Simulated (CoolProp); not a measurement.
The numbers come from the reference Helmholtz-energy equation of state, Lemmon 2003 in CoolProp. It is a pseudo-pure fit of the blend.

### Question
For R410A, give the phase and the cv (kJ/(kg K)), Joule-Thomson coefficient (K/MPa), viscosity (µPa s), conductivity (mW/(m K)) at 330.3 K and 0.101 MPa; 471.7 K and 0.101 MPa.

### Answer
- 330.3 K and 0.101 MPa: gas; cv 0.746, Joule-Thomson coefficient 14.1, viscosity 14.3, conductivity 15.7
- 471.7 K and 0.101 MPa: gas; cv 0.946, Joule-Thomson coefficient 4.80, viscosity 20.2, conductivity 26.1

Viscosity comes from a separate model (Geller 2000). Thermal conductivity comes from a separate model (Geller 2001).
